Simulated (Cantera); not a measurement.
A freely propagating, adiabatic, planar premixed flame of CH4 : O2 : N2 : H2O = 1 : 2.78 : 9.72 : 0.1 (molar parts), unburnt at 550 K and 400000 Pa; mixture-averaged transport, grid criteria slope 0.08 and curve 0.16, no radiation.

Detailed kinetics in Cantera: GRI-Mech 3.0 (53 species, 325 reactions). Burning velocities carry a grid error of a few per cent, more on coarse grids.

Task: Predict: laminar burning velocity; thermal thickness; peak x(C2H); peak x(O).

Result: 
```json
{
  "laminar_burning_velocity": "47.1 cm/s",
  "thermal_thickness": "0.151 mm",
  "peak x(C2H)": "4.01e-8",
  "peak x(O)": "0.00195"
}
```
